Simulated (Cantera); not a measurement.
Input: 1 mol MgO, 5.5 mol C, 2.9 mol CO, held at 1375 K.

Equilibrium computed with Cantera from the NASA thermochemical tables; the gas is ideal and each condensed phase is pure. Candidate condensed phases: C, Mg, MgCO₃, MgO; 15 gas species. Equilibrium is a limit: real reactors are often held back by kinetics, nucleation or transport.

Task: Which condensed phases are stable at each of these points (P (Pa)): 10, 68, 460, 3200, 22000, 150000, 1000000?

Result: 
```tsv
P (Pa)	condensed phases	Mg condensed (%)
10	C(graphite)	0.0
68	C(graphite) + MgO(s)	95.8
460	C(graphite) + MgO(s)	99.9
3200	C(graphite) + MgO(s)	100.0
22000	C(graphite) + MgO(s)	100.0
150000	C(graphite) + MgO(s)	100.0
1000000	C(graphite) + MgO(s)	100.0
```

At 0.000100 bar the condensed part is C(graphite). From 0.000680 bar to 10.0 bar the condensed part is C(graphite) + MgO(s).
